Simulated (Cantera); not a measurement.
A closed system holds: 1 mol TEOS, 5 mol O₃, held at 1723.15 K and 4.58 Torr.

Cantera equilibrium calculation (NASA polynomials, part measured and part estimated; ideal gas, pure solids and liquids). Candidate condensed phases: C, C₆H₆, C₇H₈, C₈H₁₈, H₂O, Si, SiC, SiO₂; 123 gas species. The feed counts by its element totals alone. The tables hold silica as quartz up to 1696 K and as liquid above; real silica turns to tridymite and cristobalite and melts near 1996 K. Kinetics and transport are ignored.

Base state: H₂O 0.352, CO 0.297, H₂ 0.202, CO₂ 0.147, H 0.00105, OH 0.000100, SiO 4.30e-5 (mole fractions); condensed: SiO₂(condensed).

**Question.** What changes in the equilibrium state with this change: O₃ from 5 to 0.16 mol?

**Answer.** 
```tsv
species	before	after
H₂	0.202	0.689
CO	0.297	0.308
H	0.00105	0.00194
H₂O	0.352	5.49e-7
CO₂	0.147	6.99e-8
SiO	4.30e-5	0.00136
OH	0.000100	<1e-9
C₂H₂ (acetylene)	<1e-9	6.24e-5
SiO₂(condensed), mol	0.999	0
C(graphite), mol	0	2.56
SiC(s), mol	0	0.980
```
